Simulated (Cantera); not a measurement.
Feed: 1 mol SiH₂Cl₂, 0.5 mol N₂O, 65 mol N₂, 1.3 mol O₃, at 1052 °C and 1.10 mbar.

These are equilibrium values from Cantera (NASA tables, ideal gas, pure condensed phases), not measurements of a reactor. Candidate condensed phases: H₂O, NH₄Cl, Si, SiO₂, Si₂N₂O, Si₃N₄; 47 gas species. The tables hold silica as quartz up to 1696 K and as liquid above; real silica turns to tridymite and cristobalite and melts near 1996 K. Equilibrium is a limit: real reactors are often held back by kinetics, nucleation or transport.

Base state: N₂ 0.952, HCl 0.0249, O₂ 0.0163, Cl 0.00401, H₂O 0.00208, NO 0.000142, Cl₂ 7.44e-5 (mole fractions); condensed: SiO₂(β-quartz).

Q: What changes in the equilibrium state with this change: temperature from 1052 °C to 1527 °C?

A: 
| species | before | after |
|---|---|---|
| N₂ | 0.952 | 0.949 |
| HCl | 0.0249 | 0.0155 |
| Cl | 0.00401 | 0.0135 |
| H₂O | 0.00208 | 0.00637 |
| O₂ | 0.0163 | 0.0132 |
| SiO | <1e-9 | 2.82e-5 |
| H | 1.26e-8 | 0.000102 |
| H₂ | 6.58e-8 | 9.00e-5 |
| O | 1.06e-6 | 0.000422 |
| OH | 5.83e-6 | 0.000479 |
| SiO₂(β-quartz), mol | 1.00 | 0 |
| SiO₂(condensed), mol | 0 | 0.998 |

Q: What changes in the equilibrium state with this change: SiH₂Cl₂ replaced by Si₂H₆?

A: 
```tsv
species	before	after
N₂	0.952	0.956
H₂	6.58e-8	0.0380
H₂O	0.00208	0.00584
HCl	0.0249	0
O₂	0.0163	<1e-9
Cl	0.00401	0
NO	0.000142	<1e-9
Cl₂	7.44e-5	0
SiO₂(β-quartz), mol	1.00	2.00
```
The feed counts by its element totals alone.
